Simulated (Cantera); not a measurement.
A closed system holds: 1 mol HMDSO, 0.77 mol O₃, 32 mol N₂, 2.2 mol CO₂, held at 725 K and 17.0 mbar.

Equilibrium computed with Cantera from the NASA thermochemical tables; the gas is ideal and each condensed phase is pure. Candidate condensed phases: C, C₆H₆, C₇H₈, C₈H₁₈, H₂O, Si, SiC, SiO₂, Si₂N₂O, Si₃N₄; 151 gas species. The feed counts by its element totals alone. The numbers say what is thermodynamically allowed, not how fast it happens.

Base state: N₂ 0.745, H₂ 0.186, CO 0.0286, CO₂ 0.0202, H₂O 0.0174, CH₄ 0.00302 (mole fractions); condensed: C(graphite) + SiO₂(α-quartz).

Question: What changes in the equilibrium state with this change: CO₂ from 2.2 to 13 mol?

Answer: 
```json
[
 {"species": "N₂", "before": "0.745", "after": "0.583"},
 {"species": "CO₂", "before": "0.0202", "after": "0.171"},
 {"species": "H₂", "before": "0.186", "after": "0.127"},
 {"species": "CO", "before": "0.0286", "after": "0.0835"},
 {"species": "H₂O", "before": "0.0174", "after": "0.0345"},
 {"species": "CH₄", "before": "0.00302", "after": "0.00140"},
 {"species": "C(graphite), mol", "before": "5.97", "after": "4.92"},
 {"species": "SiO₂(α-quartz), mol", "before": "2.00", "after": "2.00"}
]
```
